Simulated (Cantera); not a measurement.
A Cantera script and what it prints.

```python
import numpy as np
import cantera as ct

gas_names = """
    N NO NO2 NO3 N2 N2O O O2 O3 Si SiN SiO SiO2 Si2 Si2N Si3
""".split()
cond_names = """
    Si(cr) Si(L) SiO2(Lqz) SiO2(hqz) SiO2(L) Si2N2O(s) Si3N4(a)
""".split()


# ... load() reads the species with a 1 bar reference pressure and builds the phases ...
atoms = {
    'Si': {'Si': 1},
    'N2O': {'N': 2, 'O': 1},
    'N2': {'N': 2},
}
top_T = {'Si2N2O(s)': 2100, 'Si3N4(a)': 2400}  # K; cautious upper limits of use, not melting points


# ... equilibrate(T, P, feed) seeds the gas with the atoms and calls Mixture.equilibrate('TP', solver="vcs", rtol=1e-11, max_steps=5000) ...
results = []
feed = {'Si': 1, 'N2O': 0.041, 'N2': 520}  # mol
T = 2048.15  # K
P = 10000  # Pa
mix = equilibrate(T, P, feed)
results.append((T, P, feed, dict(zip(mix.species_names, mix.species_moles))))
x = sorted(zip(gas.X, gas.species_names), reverse=True)
print(f"T = {T:g} K  P = {P:g} Pa  gas = {mix.phase_moles(0):.4g} mol")
print("   x: " + "  ".join(f"{s} {v:.3e}" for v, s in x if v > 1e-05))
print("   condensed (mol): " + ("  ".join(f"{mix.phase(i).name} {mix.phase_moles(i):.4g}"
      for i in range(1, mix.n_phases) if mix.phase_moles(i) > 1e-12) or "none"))
```

It prints:

```
T = 2048.15 K  P = 10000 Pa  gas = 520.5 mol
   x: N2 9.990e-01  Si 7.570e-04  SiO 7.877e-05  Si2N 6.996e-05  SiN 5.568e-05
   condensed (mol): Si(L) 0.4512
```

Method: chemical equilibrium by Gibbs-energy minimisation in Cantera with the NASA 1993 tables (ideal gas, pure condensed phases). The tables' values for SiN are old estimates; treat these amounts as uncertain.
